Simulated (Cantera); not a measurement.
Feed: 1 mol C2H6, 0.99 mol NH3, 2.1 mol N2, 0.68 mol H2O, equilibrated at 2302 °C and 1 atm.

Cantera equilibrium calculation (NASA polynomials, part measured and part estimated; ideal gas, pure solids and liquids). Candidate condensed phases: C, C6H6, C7H8, C8H18, H2O; 136 gas species. Kinetics and transport are ignored.

Base state: H2 0.563, N2 0.284, CO 0.0795, HCN 0.0340, H 0.0258, C2H2 (acetylene) 0.00828, HNC 0.00433, CN 9.99e-5 (mole fractions); condensed: C(graphite).

Problem. What changes in the equilibrium state with this change: C2H6 replaced by CH4?

Solution. 
```csv
species,before,after
H2,0.563,0.519
N2,0.284,0.328
CO,0.0795,0.0903
HCN,0.0340,0.0285
H,0.0258,0.0248
C4H2,5.04e-5,2.01e-5
C2H2 (acetylene),0.00828,0.00503
C2H,3.18e-5,2.01e-5
CH4,4.29e-5,2.96e-5
"C(graphite), mol",0.846,0
```

Problem. What changes in the equilibrium state with this change: temperature from 2302 °C to 2475 °C?

Solution. 
| species | before | after |
|---|---|---|
| H2 | 0.563 | 0.530 |
| N2 | 0.284 | 0.272 |
| CO | 0.0795 | 0.0786 |
| H | 0.0258 | 0.0491 |
| HCN | 0.0340 | 0.0472 |
| C2H2 (acetylene) | 0.00828 | 0.0148 |
| C3 | 1.52e-6 | 1.62e-5 |
| C2H | 3.18e-5 | 0.000159 |
| CN | 9.99e-5 | 0.000347 |
| C(graphite), mol | 0.846 | 0.578 |
